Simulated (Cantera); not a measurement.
Input: 1 mol Al, 4.2 mol HBr, 31 mol N2, at 2.00 mbar.

Cantera equilibrium calculation (NASA polynomials, part measured and part estimated; ideal gas, pure solids and liquids). Candidate condensed phases: Al, AlBr3, AlN, Br2; 19 gas species. Equilibrium is a limit: real reactors are often held back by kinetics, nucleation or transport.

Task: Which condensed phases are stable at each of these points (T (K)): 725, 800, 875, 950, 1025, 1100, 1175, 1250, 1325, 1400?

Result: 
```
T (K)  condensed phases  Al condensed (%)
-----  ----------------  ----------------
725              AlN(s)              12.3
800              AlN(s)               8.6
875              AlN(s)               5.6
950              AlN(s)               3.1
1025             AlN(s)               1.1
1100           gas only               0.0
1175           gas only               0.0
1250           gas only               0.0
1325           gas only               0.0
1400           gas only               0.0
```

From 725 K to 1025 K the condensed part is AlN(s). From 1100 K to 1400 K nothing is condensed.
